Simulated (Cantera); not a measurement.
Transport properties of process gases

Gas mixture: CO : C2H2 = 0.45 : 0.063 (molar parts), at 1000000 Pa, frozen composition.

Cantera's kinetic-theory transport with the Lennard-Jones parameters of GRI-Mech 3.0, ideal gas; thermal conductivity in the multicomponent form.

```tsv
T (K)	ρ (kg/m³)	cp (J/kg/K)	μ (µPa s)	λ (mW/m/K)	Pr	D (cm²/s) H	D (cm²/s) NH3	D (cm²/s) N2
400	8.35	1150	20.7	32.5	0.733	0.197	0.0370	0.0337
500	6.68	1184	24.3	39.3	0.732	0.290	0.0560	0.0495
600	5.57	1218	27.6	45.9	0.731	0.397	0.0780	0.0675
700	4.77	1253	30.6	52.5	0.731	0.517	0.103	0.0876
800	4.17	1288	33.5	59.0	0.731	0.648	0.130	0.110
900	3.71	1321	36.2	65.5	0.731	0.790	0.160	0.134
```
D: mixture-averaged diffusion coefficient of that species in the mixture.
